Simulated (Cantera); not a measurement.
Charge: 1 mol SiCl4, 48 mol NH3, at 34.0 mbar.

These are equilibrium values from Cantera (NASA tables, ideal gas, pure condensed phases), not measurements of a reactor. Candidate condensed phases: NH4Cl, Si, Si3N4; 28 gas species. The tables' values for SiCl, SiN, SiCl3 are old estimates; treat these amounts as uncertain. Gases not in the tables: Si2H6 and higher silanes. Equilibrium is a limit: real reactors are often held back by kinetics, nucleation or transport.

x: gas mole fraction; n: condensed amount in mol.

| T (K) | x H2 | x N2 | x HCl | x H | x SiCl2 | x Si | x SiCl | n Si3N4(s) | n Si(l) |
|---|---|---|---|---|---|---|---|---|---|
| 1000 | 0.719 | 0.240 | 0.0411 | 1.04e-8 | 6.34e-9 | <1e-12 | <1e-12 | 0.333 | 0 |
| 1100 | 0.719 | 0.240 | 0.0411 | 1.19e-7 | 1.15e-7 | <1e-12 | <1e-12 | 0.333 | 0 |
| 1200 | 0.719 | 0.240 | 0.0411 | 9.08e-7 | 1.28e-6 | <1e-12 | 1.49e-12 | 0.333 | 0 |
| 1300 | 0.719 | 0.240 | 0.0411 | 5.09e-6 | 9.70e-6 | 1.97e-12 | 9.17e-11 | 0.333 | 0 |
| 1400 | 0.719 | 0.240 | 0.0410 | 2.24e-5 | 5.45e-5 | 1.92e-10 | 3.10e-9 | 0.331 | 0 |
| 1500 | 0.719 | 0.240 | 0.0406 | 8.10e-5 | 0.000238 | 1.00e-8 | 6.44e-8 | 0.325 | 0 |
| 1600 | 0.719 | 0.240 | 0.0394 | 0.000250 | 0.000820 | 3.16e-7 | 8.89e-7 | 0.306 | 0 |
| 1700 | 0.720 | 0.241 | 0.0365 | ? | ? | ? | 8.51e-6 | ? | 0 |
| 1800 | 0.717 | 0.245 | 0.0319 | ? | ? | ? | 5.61e-5 | 0 | 0.549 |
| 1900 | 0.715 | 0.244 | 0.0325 | 0.00364 | 0.00399 | 0.000371 | 0.000130 | 0 | 0.544 |
| 2000 | 0.710 | 0.244 | 0.0328 | 0.00743 | 0.00363 | 0.00128 | 0.000273 | 0 | 0.454 |
| 2100 | 0.702 | 0.242 | 0.0328 | 0.0142 | 0.00327 | 0.00392 | 0.000531 | 0 | 0.150 |

Task: Fill in the missing entries.

Result: 
- 1800, x H: 0.00164
- 1800, x SiCl2: 0.00438
- 1800, x Si: 9.34e-5
- 1700, x H: 0.000678
- 1700, x SiCl2: 0.00220
- 1700, x Si: 6.61e-6
- 1700, n Si3N4(s): 0.261
